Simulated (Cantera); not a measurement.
Charge: 1 mol B2O3, 26 mol NH3, 7.1 mol N2, at 3200 Pa.

These are equilibrium values from Cantera (NASA tables, ideal gas, pure condensed phases), not measurements of a reactor. Candidate condensed phases: B, BN, B2O3, B3O3H3, H2O; 39 gas species. Rates play no part.

Problem. Which condensed phases are stable at each of these points (T (K)): 1623, 1723, 1823, 1923, 2023, 2123, 2223?

Solution. 
```
T (K)  condensed phases  B condensed (%)
-----  ----------------  ---------------
1623              BN(s)              4.1
1723           gas only              0.0
1823           gas only              0.0
1923           gas only              0.0
2023           gas only              0.0
2123           gas only              0.0
2223           gas only              0.0
```

At 1623 K the condensed part is BN(s). From 1723 K to 2223 K nothing is condensed.
